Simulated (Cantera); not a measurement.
Input (Python, Cantera) and output of one run.

```python
import numpy as np
import cantera as ct

gas_names = """
    Cu CuO Cu2 H HNO HNO2 HNO3 HO2 H2 H2O H2O2 N NH NH2 NH3 NH2OH NO NO2 NO3 N2 N2H2 N2H4 N2O O OH O2 O3
""".split()
cond_names = """
    Cu(cr) Cu(L) CuO(s) CuO2H2(s) Cu2O(s) Cu2O(L) H2O(s) H2O(L)
""".split()


# ... load() reads the species with a 1 bar reference pressure and builds the phases ...
atoms = {
    'CuO': {'Cu': 1, 'O': 1},
    'H2': {'H': 2},
    'N2': {'N': 2},
}
top_T = {'CuO(s)': 1390}  # K; cautious upper limits of use, not melting points


# ... equilibrate(T, P, feed) seeds the gas with the atoms and calls Mixture.equilibrate('TP', solver="vcs", rtol=1e-11, max_steps=5000) ...
results = []
feed = {'CuO': 1, 'H2': 7.8, 'N2': 36}  # mol
P = 19  # Pa
for T in [1100, 1200, 1300, 1400, 1500, 1600, 1700]:
    mix = equilibrate(T, P, feed)
    results.append((T, P, feed, dict(zip(mix.species_names, mix.species_moles))))
    x = sorted(zip(gas.X, gas.species_names), reverse=True)
    print(f"T = {T:g} K  P = {P:g} Pa  gas = {mix.phase_moles(0):.4g} mol")
    print("   x: " + "  ".join(f"{s} {v:.3e}" for v, s in x if v > 0.0001))
    print("   condensed (mol): " + ("  ".join(f"{mix.phase(i).name} {mix.phase_moles(i):.4g}"
          for i in range(1, mix.n_phases) if mix.phase_moles(i) > 1e-12) or "none"))
```

It prints:

```
T = 1100 K  P = 19 Pa  gas = 43.8 mol
   x: N2 8.219e-01  H2 1.553e-01  H2O 2.283e-02
   condensed (mol): Cu(cr) 0.9999
T = 1200 K  P = 19 Pa  gas = 43.8 mol
   x: N2 8.219e-01  H2 1.552e-01  H2O 2.283e-02
   condensed (mol): Cu(cr) 0.9972
T = 1300 K  P = 19 Pa  gas = 43.84 mol
   x: N2 8.212e-01  H2 1.551e-01  H2O 2.281e-02  Cu 8.303e-04
   condensed (mol): Cu(cr) 0.9636
T = 1400 K  P = 19 Pa  gas = 44.12 mol
   x: N2 8.160e-01  H2 1.541e-01  H2O 2.267e-02  Cu 7.099e-03  H 1.385e-04
   condensed (mol): Cu(L) 0.6867
T = 1500 K  P = 19 Pa  gas = 44.81 mol
   x: N2 8.034e-01  H2 1.515e-01  H2O 2.231e-02  Cu 2.231e-02  H 4.971e-04
   condensed (mol): none
T = 1600 K  P = 19 Pa  gas = 44.83 mol
   x: N2 8.030e-01  H2 1.509e-01  Cu 2.230e-02  H2O 2.230e-02  H 1.532e-03
   condensed (mol): none
T = 1700 K  P = 19 Pa  gas = 44.89 mol
   x: N2 8.019e-01  H2 1.494e-01  Cu 2.227e-02  H2O 2.224e-02  H 4.132e-03
   condensed (mol): none
```

Equilibrium computed with Cantera from the NASA thermochemical tables; the gas is ideal and each condensed phase is pure.
